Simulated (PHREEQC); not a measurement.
Solution (25 °C): 0.018 mol HF, 0.02 mol NaF, 4.5e-05 mol H2SiF6 and 0.019 mol HCl per kg of water. Closed to the air; pH follows from the charge balance.

Model: ion-association model, wateq4f.dat, run in PHREEQC.

```tsv
quantity	before	after
pH	2.37	2.81
ionic strength (mol/kgw)	0.0248	0.0217
F- (mol/kgw)	0.00513	0.0111
H2F2 (mol/kgw)	0.00201	0.00130
HF2- (mol/kgw)	0.000548	0.000955
```

Question: Name the change that produced these shifts.
A. HCl from 0.019 to 0.0095 mol/kgw
B. HCl from 0.019 to 0.19 mol/kgw
C. HCl left out
D. H2SiF6 left out
E. HF from 0.018 to 0.0198 mol/kgw

Answer: A, HCl from 0.019 to 0.0095 mol/kgw

This is a speciation only: nothing precipitates in the calculation. wateq4f.dat counts part of the HF as a dimer, H2F2, which phreeqc.dat doesn't know; its constant is uncertain. SiF6-2 is the database's only silicon fluoride.
